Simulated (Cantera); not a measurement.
An isothermal, constant-pressure homogeneous reactor starts with CH4 : CO2 : H2 = 1 : 0.54 : 0.42 (molar parts), at 1875 K and 10.0 bar.

Cantera simulation using GRI-Mech 3.0 (53 species, 325 reactions); the numbers are that mechanism's predictions, not measurements. GRI-Mech 3.0 stops at C3 and has no aromatics, soot or wall deposition, so with more carbon than oxygen in the feed, carbon stays in small species such as C2H2 where larger ones or solid carbon would form.

x: mole fraction; the columns are a selection and need not sum to one.

```
t (s)          x CH4       x CO2   x H2   x HO2      x CH2O        x CO
--------  ----------  ----------  -----  ------  ----------  ----------
0.000900       0.113      0.0772  0.427  <1e-12     4.58e-6       0.132
0.00154   (withheld)  (withheld)  0.432  <1e-12  (withheld)  (withheld)
0.00265       0.0549      0.0203  0.444  <1e-12     2.44e-6       0.189
0.00454       0.0465      0.0154  0.462  <1e-12     1.92e-6       0.203
0.00779       0.0441      0.0134  0.481  <1e-12     1.59e-6       0.219
0.0134        0.0427      0.0111  0.504  <1e-12     1.31e-6       0.239
0.0229        0.0409  (withheld)  0.528  <1e-12  (withheld)       0.261
0.0393        0.0388     0.00560  0.551  <1e-12     9.28e-7       0.282
0.0674        0.0367     0.00312  0.571  <1e-12     8.42e-7       0.299
0.116         0.0351     0.00133  0.584  <1e-12     8.02e-7       0.311
0.198         0.0341    0.000362  0.592  <1e-12     7.88e-7       0.318
0.340         0.0338     4.58e-5  0.594  <1e-12     7.84e-7       0.320
0.583         0.0337     4.22e-6  0.594  <1e-12     7.83e-7       0.320
1.00          0.0337     3.06e-6  0.594  <1e-12     7.83e-7       0.320
```

Task: Complete the blanks.

Result: 
- 0.00154, x CH4: 0.0758
- 0.00154, x CO2: 0.0391
- 0.00154, x CH2O: 3.31e-6
- 0.00154, x CO: 0.167
- 0.0229, x CO2: 0.00841
- 0.0229, x CH2O: 1.08e-6
